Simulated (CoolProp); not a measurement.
Computed with CoolProp (reference Helmholtz-energy equation of state, Schmidt 1985).

Question: Give the vapour pressure (MPa), liquid density (kg/m³), vapour density (kg/m³), liquid viscosity (µPa s) of saturated oxygen at 109.5, 115, 117.8 K.

Answer: 
| T (K) | p (MPa) | liquid density (kg/m³) | vapour density (kg/m³) | liquid viscosity (µPa s) |
|---|---|---|---|---|
| 109.5 | 0.525 | 1040 | 20.6 | 123 |
| 115 | 0.756 | 1010 | 29.2 | 109 |
| 117.8 | 0.898 | 988 | 34.6 | 102 |

Viscosity comes from a separate model (Lemmon 2004).
